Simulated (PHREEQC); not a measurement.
Consider water at 25 °C with 0.019 mol Ni(NO3)2, 0.00063 mol NaCl and 0.057 mol MnSO4 per kg of water. Closed to the air; pH follows from the charge balance.

Equilibrium calculation in PHREEQC: ion-association model, wateq4f.dat.

This is a speciation only: nothing precipitates in the calculation.

Q: Predict the pH, ionic strength.

A: pH 6.16; ionic strength 0.179 mol/kgw.

Q: In which forms is Mn present?

A: Mn+2 65 %, MnSO4 35 % of the Mn.

Species that the database lacks are ignored.
